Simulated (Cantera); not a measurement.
An isothermal plug-flow reactor at 500 K and 3.26 atm (inlet), inlet velocity 2.2 m/s, active area per volume 290 1/m; feed H2 : O2 : N2 = 0.02 : 0.087 : 0.79 (molar parts), equivalence ratio 0.11.

Detailed kinetics in Cantera: Deutschmann's 1995 Pt surface mechanism with GRI-Mech 3.0 gas chemistry. Catalytic surfaces can have several steady states; this one follows from the mechanism file's or the stated starting coverage. Mass transfer to the wall is taken as infinitely fast.

One state of this run: x H2 = 0.0159; x O2 = 0.0941; x H2O = 0.00643; θ free Pt = 0.248; θ O* = 0.644; θ OH* = 0.106. x: gas mole fraction; θ: surface coverage.

Q: Which value of z (m) does it belong to?
(A) 0.00093
(B) 7.2e-05
(C) 0.0026
(D) 0.00033

A: D, 0.00033
